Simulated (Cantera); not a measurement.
Charge: 1 mol PbO, 0.057 mol O₂, 0.5 mol H₂, equilibrated at 10.0 mbar.

These are equilibrium values from Cantera (NASA tables, ideal gas, pure condensed phases), not measurements of a reactor. Candidate condensed phases: H₂O, Pb, PbO, PbO₂, Pb₃O₄; 12 gas species. Each liquid is taken as pure. Mutual solubility and eutectic melting of coexisting phases are not modelled. Gases not in the tables: (PbO)n polymers. Rates play no part.

Which condensed phases are stable at each of these points (T (K)): 773, 848, 923, 998, 1073, 1148, 1223, 1298, 1373, 1448, 1523, 1598?


```
T (K)     condensed phases  Pb condensed (%)
-----  -------------------  ----------------
773    Pb(l) + PbO(yellow)             100.0
848    Pb(l) + PbO(yellow)             100.0
923    Pb(l) + PbO(yellow)             100.0
998    Pb(l) + PbO(yellow)              99.9
1073   Pb(l) + PbO(yellow)              99.6
1148   Pb(l) + PbO(yellow)              98.4
1223        Pb(l) + PbO(l)              94.3
1298        Pb(l) + PbO(l)              78.6
1373                PbO(l)              45.9
1448              gas only               0.0
1523              gas only               0.0
1598              gas only               0.0
```

From 773 K to 1148 K the condensed part is Pb(l) + PbO(yellow). From 1223 K to 1298 K the condensed part is Pb(l) + PbO(l). At 1373 K the condensed part is PbO(l). From 1448 K to 1598 K nothing is condensed.
